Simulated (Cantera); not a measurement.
A Cantera script and what it prints.

```python
import numpy as np
import cantera as ct

gas_names = """
    B BCL BCL2 BCL3 BN BO BOCL BO2 B2 B2O B2O2 B2O3 B3O3CL3 CL CLO CL2 N NO NO2 NO3 N2 N2O O O2 O3
""".split()
cond_names = """
    B(b) B(L) BN(s) B2O3(L)
""".split()


# ... load() reads the species with a 1 bar reference pressure and builds the phases ...
atoms = {
    'BCl3': {'B': 1, 'CL': 3},
    'O2': {'O': 2},
    'N2': {'N': 2},
}
top_T = {'BN(s)': 3200}  # K; cautious upper limits of use, not melting points


# ... equilibrate(T, P, feed) seeds the gas with the atoms and calls Mixture.equilibrate('TP', solver="vcs", rtol=1e-11, max_steps=5000) ...
results = []
feed = {'BCl3': 1, 'O2': 0.082, 'N2': 9.2}  # mol
T = 973  # K
P = 610  # Pa
mix = equilibrate(T, P, feed)
results.append((T, P, feed, dict(zip(mix.species_names, mix.species_moles))))
x = sorted(zip(gas.X, gas.species_names), reverse=True)
print(f"T = {T:g} K  P = {P:g} Pa  gas = {mix.phase_moles(0):.4g} mol")
print("   x: " + "  ".join(f"{s} {v:.3e}" for v, s in x if v > 0.0001))
print("   condensed (mol): " + ("  ".join(f"{mix.phase(i).name} {mix.phase_moles(i):.4g}"
      for i in range(1, mix.n_phases) if mix.phase_moles(i) > 1e-12) or "none"))
```

It prints:

```
T = 973 K  P = 610 Pa  gas = 10.26 mol
   x: N2 8.970e-01  BCL3 8.151e-02  CL2 1.578e-02  B3O3CL3 5.329e-03  CL 4.127e-04
   condensed (mol): none
```

Equilibrium computed with Cantera from the NASA thermochemical tables; the gas is ideal and each condensed phase is pure.
